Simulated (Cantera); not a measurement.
Input: 1 mol MgO, 2 mol C, 0.72 mol H2, equilibrated at 825 Torr.

Method: chemical equilibrium by Gibbs-energy minimisation in Cantera with the NASA 1993 tables (ideal gas, pure condensed phases). Candidate condensed phases: C, C6H6, C7H8, C8H18, H2O, Mg, MgCO3, MgO, Mg(OH)2; 116 gas species. The numbers say what is thermodynamically allowed, not how fast it happens.

Problem. Which condensed phases are stable at each of these points (T (K)): 1450, 1525, 1600, 1675, 1750, 1825, 1900, 1975, 2050, 2125?

Solution. 
```json
[
 {"T (K)": "1450", "condensed phases": "C(graphite) + MgO(s)", "Mg condensed (%)": "100.0"},
 {"T (K)": "1525", "condensed phases": "C(graphite) + MgO(s)", "Mg condensed (%)": "99.9"},
 {"T (K)": "1600", "condensed phases": "C(graphite) + MgO(s)", "Mg condensed (%)": "99.8"},
 {"T (K)": "1675", "condensed phases": "C(graphite) + MgO(s)", "Mg condensed (%)": "99.3"},
 {"T (K)": "1750", "condensed phases": "C(graphite) + MgO(s)", "Mg condensed (%)": "98.2"},
 {"T (K)": "1825", "condensed phases": "C(graphite) + MgO(s)", "Mg condensed (%)": "95.4"},
 {"T (K)": "1900", "condensed phases": "C(graphite) + MgO(s)", "Mg condensed (%)": "87.9"},
 {"T (K)": "1975", "condensed phases": "C(graphite) + MgO(s)", "Mg condensed (%)": "60.7"},
 {"T (K)": "2050", "condensed phases": "C(graphite)", "Mg condensed (%)": "0.0"},
 {"T (K)": "2125", "condensed phases": "C(graphite)", "Mg condensed (%)": "0.0"}
]
```

From 1450 K to 1975 K the condensed part is C(graphite) + MgO(s). From 2050 K to 2125 K the condensed part is C(graphite).
